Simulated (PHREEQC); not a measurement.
A solution holds 5.9 mmol/kgw Mn(NO3)2 and 17 mmol/kgw SrBr2, at 25 °C. Closed to the air; pH follows from the charge balance.

Equilibrium calculation in PHREEQC: ion-association model, phreeqc.dat.

No solid was allowed to form.

Task: Predict the pH.

Result: pH 6.54.
